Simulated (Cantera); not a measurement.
Feed: 1 mol TEOS, 0.74 mol O₃, equilibrated at 1.20 mbar.

Equilibrium computed with Cantera from the NASA thermochemical tables; the gas is ideal and each condensed phase is pure. Candidate condensed phases: C, C₆H₆, C₇H₈, C₈H₁₈, H₂O, Si, SiC, SiO₂; 123 gas species. The feed counts by its element totals alone. Kinetics and transport are ignored. All values below are at 1025 K.

Base state: H₂ 0.703, CO 0.297, H₂O 6.64e-5, CH₄ 4.36e-5, CO₂ 3.63e-5 (mole fractions); condensed: C(graphite) + SiO₂(β-quartz).

Q: What changes in the equilibrium state with this change: TEOS replaced by Si₂H₆?

A: 
| species | before | after |
|---|---|---|
| H₂ | 0.703 | 1.000 |
| H₂O | 6.64e-5 | 1.78e-9 |
| CO | 0.297 | 0 |
| CH₄ | 4.36e-5 | 0 |
| CO₂ | 3.63e-5 | 0 |
| C(graphite), mol | 3.78 | 0 |
| SiO₂(β-quartz), mol | 1.00 | 1.11 |
| Si(s), mol | 0 | 0.890 |
Mutual solubility and eutectic melting of coexisting phases are not modelled.
